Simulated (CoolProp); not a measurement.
A Linde-Hampson liquefier for normal hydrogen: isothermal reversible compression at 300 K from 1 atm to 30 MPa, throttling to 1 atm, return gas leaving the recuperator 0 K below the feed. Each further row changes one setting.

The numbers come from the reference Helmholtz-energy equation of state, Leachman 2009 in CoolProp.

| case | compression work (kJ/kg of gas) |
|---|---|
| as stated | 7270 |
| high pressure 60 MPa | 8360 |
| warm-end temperature 330 K | 7970 |
| warm-end gap 5 K | 7270 |
